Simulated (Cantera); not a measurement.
# Transport properties of process gases

Gas mixture: N2O = 0.52 (molar parts), at 220000 Pa, frozen composition.

Cantera's kinetic-theory transport with the Lennard-Jones parameters of GRI-Mech 3.0, ideal gas; thermal conductivity in the multicomponent form. The composition is frozen, though it would react at the higher temperatures.

| T (K) | ρ (kg/m³) | cp (J/kg/K) | μ (µPa s) | λ (mW/m/K) | Pr | D (cm²/s) CH3 | D (cm²/s) NH3 | D (cm²/s) C2H2 |
|---|---|---|---|---|---|---|---|---|
| 400 | 2.91 | 970.3 | 19.5 | 25.3 | 0.746 | 0.135 | 0.130 | 0.0968 |
| 550 | 2.12 | 1073 | 25.5 | 36.7 | 0.745 | 0.239 | 0.240 | 0.173 |
| 700 | 1.66 | 1150 | 30.8 | 47.7 | 0.743 | 0.364 | 0.375 | 0.266 |
| 850 | 1.37 | 1210 | 35.6 | 58.1 | 0.741 | 0.509 | 0.534 | 0.374 |
| 1000 | 1.16 | 1255 | 40.0 | 67.9 | 0.740 | 0.672 | 0.714 | 0.495 |
| 1150 | 1.01 | 1285 | 44.1 | 76.8 | 0.738 | 0.851 | 0.913 | 0.629 |
D: mixture-averaged diffusion coefficient of that species in the mixture.
